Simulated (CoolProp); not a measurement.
Vapour-liquid equilibrium of C2F6 (R116) (1) + R143a (2) at -86.75 °C; x and y are mole fractions of (1).

The numbers come from the multi-fluid Helmholtz-energy mixture model, Lemmon 2006 and Lemmon and Jacobsen 2000; pair parameters Bell 2016 in CoolProp.

Q: Give the bubble pressure and the first vapour's composition at x = 0.275, 0.35, 0.65. Is there an azeotrope?

A: x = 0.275: 0.04756 MPa, y = 0.832; x = 0.35: 0.05115 MPa, y = 0.849; x = 0.65: 0.05701 MPa, y = 0.881. No azeotrope shows between x = 0.05 and 0.95.

Pair parameters are fitted to limited data, so mixtures are less certain than the pure fluids. With so large a gap from Raoult's law the liquid may split in two, which this calculation doesn't test in full.
